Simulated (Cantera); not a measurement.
## CuO + CO + N2 (carbothermic reduction)

Charge: 1 mol CuO, 3.4 mol CO, 8.1 mol N2, equilibrated at 91.0 Pa.

These are equilibrium values from Cantera (NASA tables, ideal gas, pure condensed phases), not measurements of a reactor. Candidate condensed phases: C, Cu, CuO, Cu2O; 27 gas species. The numbers say what is thermodynamically allowed, not how fast it happens.

```
T (K)   x N2   x CO   x CO2      x Cu       x O  n Cu(s)  n Cu(l)
-----  -----  -----  ------  --------  --------  -------  -------
1250   0.704  0.209  0.0870   5.09e-5  1.71e-12    0.999        0
1350   0.704  0.209  0.0869  0.000538  7.75e-11    0.994        0
1450   0.702  0.208  0.0866   0.00378   2.07e-9        0    0.956
1550   0.690  0.204  0.0852    0.0204   3.62e-8        0    0.760
1650   0.648  0.192  0.0800    0.0799   4.47e-7        0        0
1750   0.648  0.192  0.0800    0.0799   4.14e-6        0        0
1850   0.648  0.192  0.0799    0.0800   3.00e-5        0        0
1950   0.648  0.193  0.0794    0.0800  0.000176        0        0
2050   0.647  0.194  0.0772    0.0798  0.000844        0        0
2150   0.643  0.200  0.0703    0.0795   0.00320        0        0
2250   0.637  0.211  0.0564    0.0787   0.00913        0        0
2350   0.627  0.225  0.0387    0.0776    0.0197        0        0
2450   0.618  0.237  0.0229    0.0765    0.0337        0        0
```
x: gas mole fraction; n: condensed amount in mol.

From 1250 K to 1350 K the condensed part is Cu(s). From 1450 K to 1550 K the condensed part is Cu(l). From 1650 K to 2450 K nothing is condensed. The main Cu-bearing gas is Cu throughout.
